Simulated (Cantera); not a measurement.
Charge: 1 mol Ta2O5, 0.9 mol CH4, 0.024 mol CO, equilibrated at 40.0 mbar.

These are equilibrium values from Cantera (NASA tables, ideal gas, pure condensed phases), not measurements of a reactor. Candidate condensed phases: C, C6H6, C7H8, C8H18, H2O, Ta, TaC, Ta2O5; 113 gas species. Mutual solubility and eutectic melting of coexisting phases are not modelled. TaC: taken at fixed stoichiometry. Condensed phases not in the tables: Ta2C. Kinetics and transport are ignored.

Task: At 1025 K, list the 4 most abundant gas species with their mole fractions, and the condensed phases.

Result: H2 0.975, CO 0.0216, CH4 0.00280, H2O 0.000223. Condensed: C(graphite) + TaC(s) + Ta2O5(s).
